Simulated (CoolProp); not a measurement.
Vapour-liquid equilibrium of R22 (1) + methanol (2) at 1.08 bar; x and y are mole fractions of (1).

Model: multi-fluid Helmholtz-energy mixture model, Kamei 1995 and de Reuck 1993; pair parameters Bell 2016, in CoolProp.

**Question.** Give the bubble temperature and the first vapour's composition at x = 0.05, 0.25, 0.95. Is there an azeotrope?

**Answer.** x = 0.05: 300.4 K, y = 0.828; x = 0.25: 257.4 K, y = 0.989; x = 0.95: 234.8 K, y = 1.000. No azeotrope shows between x = 0.05 and 0.95.

Pair parameters are fitted to limited data, so mixtures are less certain than the pure fluids. With so large a gap from Raoult's law the liquid may split in two, which this calculation doesn't test in full.
